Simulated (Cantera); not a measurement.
**Stirred combustor or abatement burner**

A perfectly stirred reactor is fed with 11.5 % CH4, 1.39 % CO, 18.2 % O2, 68.8 % N2, equivalence ratio 1.3, at 7.70 bar; it is adiabatic with a 700 K inlet, and is followed from long to short residence time, starting on the burning branch (τ in s: 0.035, 0.018, 0.009, 0.0046, 0.0023, 0.0012, 0.0006, 0.0003, 0.00015, 7.8e-05, 4e-05, 2e-05, 1e-05).

Computed with Cantera and GRI-Mech 3.0 (53 species, 325 reactions).

| τ (s) | T (K) | x CH4 | x CO | x O2 | x H2O2 | x NO | x C2H6 |
|---|---|---|---|---|---|---|---|
| 0.035 | 2353 | 1.76e-5 | 0.0676 | 6.03e-5 | 1.71e-8 | 0.000241 | 1.48e-10 |
| 0.018 | 2351 | 2.96e-5 | 0.0676 | 8.97e-5 | 2.07e-8 | 0.000274 | 4.54e-10 |
| 0.0090 | 2349 | 4.85e-5 | 0.0676 | 0.000142 | 2.69e-8 | 0.000312 | 1.35e-9 |
| 0.0046 | 2346 | 7.46e-5 | 0.0677 | 0.000228 | 3.67e-8 | 0.000349 | 3.57e-9 |
| 0.0023 | 2341 | 0.000112 | 0.0677 | 0.000374 | 5.30e-8 | 0.000383 | 9.17e-9 |
| 0.0012 | 2335 | 0.000162 | 0.0678 | 0.000598 | 7.69e-8 | 0.000406 | 2.12e-8 |
| 0.00060 | 2327 | 0.000239 | 0.0680 | 0.000986 | 1.17e-7 | 0.000419 | 5.04e-8 |
| 0.00030 | 2315 | 0.000360 | 0.0683 | 0.00164 | 1.79e-7 | 0.000414 | 1.22e-7 |
| 0.00015 | 2297 | 0.000574 | 0.0690 | 0.00278 | 2.80e-7 | 0.000382 | 3.21e-7 |
| 7.8e-5 | 2272 | 0.000974 | 0.0701 | 0.00480 | 4.53e-7 | 0.000314 | 9.45e-7 |
| 4.0e-5 | 2220 | 0.00206 | 0.0723 | 0.00955 | 8.80e-7 | 0.000181 | 4.46e-6 |
| 2.0e-5 | 700 | 0.115 | 0.0139 | 0.182 | <1e-12 | <1e-12 | <1e-12 |
| 1.0e-5 | 700 | 0.115 | 0.0139 | 0.182 | <1e-12 | <1e-12 | <1e-12 |
x: mole fraction; the columns are a selection and need not sum to one.
